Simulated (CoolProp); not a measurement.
Dimethyl carbonate at several states: Z from the reference equation and from simpler models built on Tc = 557.0 K, pc = 4909 kPa, ω = 0.346; each cubic takes its own stable root.

Values from CoolProp's reference Helmholtz-energy equation of state, Zhou 2011.

```tsv
T (K)	p (kPa)	phase	reference
445.3	34.8	gas	0.9950
509	1560	gas	0.8316
305.2	1620	liquid	0.05449
524.3	30.3	gas	0.9974
313.3	15.9	liquid	0.0005271
411	80.8	gas	0.9848
```

How far does each simpler model (van der Waals, Redlich-Kwong, Soave-Redlich-Kwong, Peng-Robinson) lie from the reference over these 6 states: mean and median of the absolute difference, and the worst?


- van der Waals: mean 31502.0 %, median 2.4 %, worst +188934.3 % at 313.3 K and 15.9 kPa
- Redlich-Kwong: mean 31435.2 %, median 0.7 %, worst +188592.8 % at 313.3 K and 15.9 kPa
- Soave-Redlich-Kwong: mean 4.2 %, median 0.0 %, worst +12.8 % at 305.2 K and 1620 kPa
- Peng-Robinson: mean 0.3 %, median 0.1 %, worst -1.5 % at 509 K and 1560 kPa

At some of these states van der Waals, Redlich-Kwong gives the other phase, because its saturation line lies elsewhere.
